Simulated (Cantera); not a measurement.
Input: 1 mol Si, 2 mol H₂O, 330 mol H₂, 0.22 mol O₂, at 1177 °C.

These are equilibrium values from Cantera (NASA tables, ideal gas, pure condensed phases), not measurements of a reactor. Candidate condensed phases: H₂O, Si, SiO₂; 18 gas species. The tables hold silica as quartz up to 1696 K and as liquid above; real silica turns to tridymite and cristobalite and melts near 1996 K. Gases not in the tables: Si(OH)₄. Equilibrium is a limit: real reactors are often held back by kinetics, nucleation or transport.

Task: Which condensed phases are stable at each of these points (P (Pa)): 0.100, 0.750, 5.60, 42, 320, 2400, 18000, 130000, 1000000?

Result: 
| P (Pa) | condensed phases | Si condensed (%) |
|---|---|---|
| 0.100 | gas only | 0.0 |
| 0.750 | gas only | 0.0 |
| 5.60 | SiO₂(β-quartz) | 32.4 |
| 42 | SiO₂(β-quartz) | 83.4 |
| 320 | SiO₂(β-quartz) | 97.2 |
| 2400 | SiO₂(β-quartz) | 99.6 |
| 18000 | SiO₂(β-quartz) | 99.9 |
| 130000 | SiO₂(β-quartz) | 100.0 |
| 1000000 | SiO₂(β-quartz) | 100.0 |

From 0.100 Pa to 0.750 Pa nothing is condensed. From 5.60 Pa to 1000000 Pa the condensed part is SiO₂(β-quartz).
